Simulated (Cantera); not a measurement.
Feed: 1 mol CH3SiH3, 1600 mol H2, equilibrated at 60.0 mbar.

Equilibrium computed with Cantera from the NASA thermochemical tables; the gas is ideal and each condensed phase is pure. Candidate condensed phases: C, C6H6, C7H8, C8H18, Si, SiC; 87 gas species. The feed counts by its element totals alone. Mutual solubility and eutectic melting of coexisting phases are not modelled. Gases not in the tables: Si2H6 and higher silanes. Equilibrium is a limit: real reactors are often held back by kinetics, nucleation or transport.

What share of the Si ends up in condensed phases as a function of T (K), at 1123, 1273, 1423, 1573, 1723, 1873, 2023?


| T (K) | Si condensed (%) | as |
|---|---|---|
| 1123 | 100.0 | Si(s) + SiC(s) |
| 1273 | 100.0 | Si(s) + SiC(s) |
| 1423 | 99.9 | Si(s) + SiC(s) |
| 1573 | 99.6 | SiC(s) |
| 1723 | 98.9 | SiC(s) |
| 1873 | 94.1 | SiC(s) |
| 2023 | 64.0 | SiC(s) |
